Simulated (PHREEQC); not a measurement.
A solution holds 0.23 mol Cd(NO3)2 per kg of water, at 36 °C. Closed to the air; pH follows from the charge balance.

Equilibrium calculation in PHREEQC: ion-association model, phreeqc.dat.

```json
[
 {"quantity": "pH", "before": "5.20", "after": "5.07"},
 {"quantity": "ionic strength (mol/kgw)", "before": "0.619", "after": "0.632"},
 {"quantity": "NO3- (mol/kgw)", "before": "0.424", "after": "0.431"},
 {"quantity": "Cd+2 (mol/kgw)", "before": "0.194", "after": "0.201"},
 {"quantity": "Cd2OH+3 (mol/kgw)", "before": "6.23e-6", "after": "8.27e-6"}
]
```

Question: Which change was made?
A) 0.022 mol/kgw HNO3 added
B) temperature from 36 to 25 °C
C) diluted 100-fold with water
D) temperature from 36 to 45 °C
E) Cd(NO3)2 from 0.23 to 0.115 mol/kgw

Answer: D, temperature from 36 to 45 °C

This is a speciation only: nothing precipitates in the calculation. At this temperature some constants are extrapolated from 25 °C, and those without enthalpy data are left unchanged.
